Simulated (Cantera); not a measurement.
A perfectly stirred reactor is fed with H₂ : O₂ : N₂ : H₂O = 0.7 : 1 : 1.4 : 0.16 (molar parts), at 0.109 atm; it is held at 1398 K, and followed from long to short residence time.

Computed with Cantera and the H2/O2 subset of GRI-Mech 3.0, which has no nitrogen chemistry. The temperature is held fixed by assumption; the heat of reaction is taken as removed at once.

x: mole fraction; the columns are a selection and need not sum to one.

```json
[
 {"τ (s)": "0.40", "x H₂": "0.000399", "x O₂": "0.223", "x H₂O": "0.294", "x H₂O₂": "3.35e-7", "x HO₂": "4.89e-6", "x H": "8.78e-5"},
 {"τ (s)": "0.13", "x H₂": "___", "x O₂": "0.222", "x H₂O": "0.293", "x H₂O₂": "___", "x HO₂": "___", "x H": "___"},
 {"τ (s)": "0.042", "x H₂": "0.00175", "x O₂": "0.222", "x H₂O": "0.291", "x H₂O₂": "7.39e-7", "x HO₂": "1.28e-5", "x H": "0.000844"},
 {"τ (s)": "0.013", "x H₂": "0.00370", "x O₂": "0.221", "x H₂O": "0.286", "x H₂O₂": "1.04e-6", "x HO₂": "1.76e-5", "x H": "0.00267"},
 {"τ (s)": "0.0044", "x H₂": "0.00713", "x O₂": "0.219", "x H₂O": "0.276", "x H₂O₂": "1.33e-6", "x HO₂": "2.09e-5", "x H": "0.00741"},
 {"τ (s)": "0.0014", "x H₂": "0.0134", "x O₂": "0.217", "x H₂O": "0.258", "x H₂O₂": "1.55e-6", "x HO₂": "2.25e-5", "x H": "0.0197"},
 {"τ (s)": "0.00046", "x H₂": "0.0221", "x O₂": "0.215", "x H₂O": "0.229", "x H₂O₂": "1.58e-6", "x HO₂": "2.20e-5", "x H": "0.0412"},
 {"τ (s)": "0.00015", "x H₂": "___", "x O₂": "0.216", "x H₂O": "___", "x H₂O₂": "1.51e-6", "x HO₂": "2.08e-5", "x H": "___"}
]
```

Question: Some entries are withheld; supply them.

Answer: 
- 0.13, x H₂: 0.000840
- 0.13, x H₂O₂: 5.07e-7
- 0.13, x HO₂: 8.32e-6
- 0.13, x H: 0.000273
- 0.00015, x H₂: 0.0342
- 0.00015, x H₂O: 0.198
- 0.00015, x H: 0.0624
